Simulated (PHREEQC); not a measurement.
Dissolve 0.07 mol/kgw HF and 0.0003 mol/kgw NH4HF2 at 25 °C. Closed to the air; pH follows from the charge balance.

All values are PHREEQC results (ion-association model, wateq4f.dat), not measurements.

Each row changes one thing in this solution. This is a speciation only: nothing precipitates in the calculation.

```
case                                          pH  ionic strength (mol/kgw)  HF (mol/kgw)  H2F2 (mol/kgw)  F- (mol/kgw)  HF2- (mol/kgw)
------------------------------------------  ----  ------------------------  ------------  --------------  ------------  --------------
as made                                     2.21                   0.00699        0.0496         0.00643       0.00587         0.00112
HF from 0.07 to 0.014 mol/kgw               2.58                   0.00306        0.0108        0.000305       0.00294        0.000122
HF replaced by NH4BF4 at the same molality  2.78                    0.0723             ?        0.000112       0.00335               ?
0.028 mol/kgw K2HPO4 added                  3.05                    0.0573        0.0303         0.00243        0.0287         0.00338
diluted 2-fold with water                   2.36                   0.00481        0.0264         0.00182       0.00437        0.000443
temperature from 25 to 65 °C                2.33                   0.00540        0.0601         0.00201       0.00427         0.00113
```

Q: What belongs in the gaps?

A: 
- HF replaced by NH4BF4 at the same molality, HF (mol/kgw): 0.00649
- HF replaced by NH4BF4 at the same molality, HF2- (mol/kgw): 8.48e-5

wateq4f.dat counts part of the HF as a dimer, H2F2, which phreeqc.dat doesn't know; its constant is uncertain. H3PO4, which wateq4f.dat lacks, is added to it with the constant of phreeqc.dat. Away from 25 °C the constants follow the database's enthalpies or fits; those with neither stay at their 25 °C values.
